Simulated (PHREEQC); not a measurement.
A solution holds 0.21 mol/kgw MgCl2, 0.0002 mol/kgw Na2SO4 and 0.022 mol/kgw MgSO4, at 25 °C. Closed to the air; pH follows from the charge balance.

All values are PHREEQC results (Pitzer model, pitzer.dat), not measurements.

| quantity | before | after |
|---|---|---|
| MgOH+ (mol/kgw) | 3.48e-7 | 1.81e-7 |
| HSO4- (mol/kgw) | 6.51e-8 | 8.99e-8 |
| SI of Epsomite (MgSO4:7H2O) | -2.21 | -2.34 |
| SI of Hexahydrite (MgSO4:6H2O) | -2.48 | -2.62 |

Problem. Which change was made?
(A) MgCl2 from 0.21 to 0.105 mol/kgw
(B) MgCl2 left out
(C) Na2SO4 from 0.0002 to 0.0003 mol/kgw
(D) MgCl2 from 0.21 to 0.021 mol/kgw
(E) Na2SO4 from 0.0002 to 0.0004 mol/kgw

Solution. D, MgCl2 from 0.21 to 0.021 mol/kgw

This is a speciation only: nothing precipitates in the calculation.
